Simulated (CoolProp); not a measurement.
Computed with CoolProp (reference Helmholtz-energy equation of state, Lemmon 2009).

**Question.** Give the vapour pressure (bar), vapour density (kg/m³), vapour viscosity (µPa s) of saturated propane at 182.9, 192.8, 217.7 K.

**Answer.** 
```tsv
T (K)	p (bar)	vapour density (kg/m³)	vapour viscosity (µPa s)
182.9	0.0633	0.184	5.07
192.8	0.127	0.354	5.33
217.7	0.540	1.35	5.97
```

Viscosity comes from a separate model (Vogel 1998).
